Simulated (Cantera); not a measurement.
A perfectly stirred reactor is fed with H2 : O2 = 0.094 : 1 (molar parts), equivalence ratio 0.047, at 10.00 Torr; it is held at 1100 K, and followed from long to short residence time.

Model: the H2/O2 subset of GRI-Mech 3.0, which has no nitrogen chemistry, integrated in Cantera. Radical loss at walls, strong at low pressure, is not modelled. The temperature is held fixed by assumption; the heat of reaction is taken as removed at once.

One state of this run: x H2 = 0.00760; x O2 = 0.877; x H2O = 0.0691; x OH = 0.00452; x H = 0.0162; x O = 0.0256; x H2O2 = 2.58e-7. x: mole fraction; the columns are a selection and need not sum to one.

### Question
Which value of τ (s) does it belong to?
A. 0.0061
B. 0.011
C. 0.037
D. 0.12

### Answer
A, 0.0061
